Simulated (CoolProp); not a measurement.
A single-stage vapour-compression cycle with n-perfluoropentane: evaporating at 291.15 K (dew point), condensing at 316.15 K (bubble point), superheat 10 K, subcooling 8 K, compressor efficiency 0.7, no pressure losses. Each further row changes one setting.

Values from CoolProp's reference Helmholtz-energy equation of state, Gao 2022.

| case | cooling COP | pressure ratio | discharge temperature (K) | refrigerating effect (kJ/kg) | volumetric capacity (kJ/m³) |
|---|---|---|---|---|---|
| as stated | 7.77 | 2.48 | 316.1 | 84.1 | 659 |
| evaporating temperature 296.15 K | 10.2 | 2.04 | 318.0 | 88.0 | 831 |
| condensing temperature 311.15 K | 10.1 | 2.10 | 313.3 | 89.5 | 701 |
| subcooling 13 K | 8.26 | 2.48 | 316.1 | 89.4 | 701 |
| superheat 20 K | 8.19 | 2.48 | 326.2 | 92.4 | 698 |
| compressor efficiency 0.6 | 6.66 | 2.48 | 318.2 | 84.1 | 659 |

The compression ends wet for: as stated; subcooling 13 K.
